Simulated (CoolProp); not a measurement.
Aqueous lithium chloride as a coolant, 18 % by mass, freezing at -34.9 °C, 1 atm.

Values from CoolProp's Melinder's fits for secondary coolants.

| T (°C) | viscosity (mPa s) | cp (kJ/(kg K)) | conductivity (W/(m K)) | Prandtl number |
|---|---|---|---|---|
| -29.2 | … | 3.067 | 0.487 | … |
| -23.5 | 8.31 | 3.098 | 0.495 | 52.0 |
| -17.8 | 6.37 | … | 0.503 | 39.6 |
| -12.1 | 5.02 | 3.158 | 0.511 | 31.0 |
| -6.4 | 4.06 | 3.188 | 0.519 | 24.9 |
| -0.7 | … | 3.218 | 0.527 | 20.5 |
| 4.9 | … | 3.248 | 0.535 | 17.2 |
| 10.6 | 2.43 | 3.278 | 0.543 | 14.6 |
| 16.3 | … | 3.308 | 0.551 | … |
| 22 | 1.86 | 3.338 | 0.559 | 11.1 |
| 27.7 | 1.65 | 3.369 | 0.567 | 9.78 |
| 33.3 | 1.47 | 3.398 | 0.575 | 8.71 |

Problem. Fill in the missing entries.

Solution. 
- -29.2, viscosity (mPa s): 11.2
- -29.2, Prandtl number: 70.2
- -17.8, cp (kJ/(kg K)): 3.128
- -0.7, viscosity (mPa s): 3.35
- 4.9, viscosity (mPa s): 2.83
- 16.3, viscosity (mPa s): 2.11
- 16.3, Prandtl number: 12.7
